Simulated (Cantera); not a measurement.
Cantera with NASA thermochemical tables; ideal gases at 1 bar, condensed phases pure. Values are per mole of reaction as written; species without (g) are pure solids or liquids, kept so even where they would boil at 1 bar.

2 Li + 3 F(g) + NO(g) = NF₃(g) + Li₂O

| T (K) | ΔH° (kJ) | ΔS° (J/K) | ΔG° (kJ) | log10 K | condensed phases |
|---|---|---|---|---|---|
| 300 | -1059.9 | -446.7 | -925.9 | 161.21 | Li(s), Li₂O(s) |
| 1200 | [?] | [?] | [?] | [?] | Li(l), Li₂O(s) |
| 1250 | -1068.0 | -473.4 | -476.3 | 19.90 | Li(l), Li₂O(s) |
| 1300 | -1067.0 | -472.6 | -452.6 | 18.19 | Li(l), Li₂O(s) |
| 1350 | -1066.0 | -471.8 | -429.0 | 16.60 | Li(l), Li₂O(s) |
| 1400 | [?] | [?] | [?] | [?] | Li(l), Li₂O(s) |
| 1450 | -1063.9 | -470.3 | -381.9 | 13.76 | Li(l), Li₂O(s) |
| 1500 | -1062.8 | -469.6 | -358.4 | 12.48 | Li(l), Li₂O(s) |
| 1550 | -1061.6 | -468.8 | -335.0 | 11.29 | Li(l), Li₂O(s) |

Q: What belongs in the gaps?

A: 
- 1200, ΔH° (kJ): -1068.9
- 1200, ΔS° (J/K): -474.1
- 1200, ΔG° (kJ): -500.0
- 1200, log10 K: 21.76
- 1400, ΔH° (kJ): -1065.0
- 1400, ΔS° (J/K): -471.1
- 1400, ΔG° (kJ): -405.4
- 1400, log10 K: 15.13
